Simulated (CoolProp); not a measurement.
Vapour-liquid equilibrium of carbon dioxide (1) + R152A (2) at 0.674 MPa; x and y are mole fractions of (1).

The numbers come from the multi-fluid Helmholtz-energy mixture model, Span 1996 and Outcalt 1996; pair parameters Bell 2016 in CoolProp.

| x | bubble temperature, mixture model (K) | bubble temperature, Raoult's law (K) | y, mixture model | y, Raoult's law |
|---|---|---|---|---|
| 0.05 | 290.8 | 288.3 | 0.297 | 0.379 |
| 0.125 | 276.4 | 273.5 | 0.580 | 0.653 |
| 0.2 | 265.3 | 263.1 | 0.735 | 0.785 |
| 0.275 | 256.9 | 255.3 | 0.824 | 0.858 |
| 0.35 | 250.3 | 249.1 | 0.878 | 0.902 |
| 0.425 | 245.0 | 244.2 | 0.913 | 0.931 |
| 0.5 | 240.6 | 240.0 | 0.937 | 0.951 |
| 0.575 | 237.0 | 236.4 | 0.954 | 0.965 |
| 0.65 | 233.8 | 233.3 | 0.967 | 0.975 |
| 0.725 | 231.0 | 230.6 | 0.977 | 0.983 |
| 0.8 | 228.5 | 228.2 | 0.985 | 0.989 |
| 0.875 | 226.3 | 226.0 | 0.991 | 0.994 |
| 0.95 | 224.2 | 224.1 | 0.997 | 0.998 |

The largest gap from Raoult's law is +2.9 K in bubble temperature, at x = 0.125. No azeotrope shows between x = 0.05 and 0.95.

The pair parameters rest on a limited set of measurements; away from them the model extrapolates.
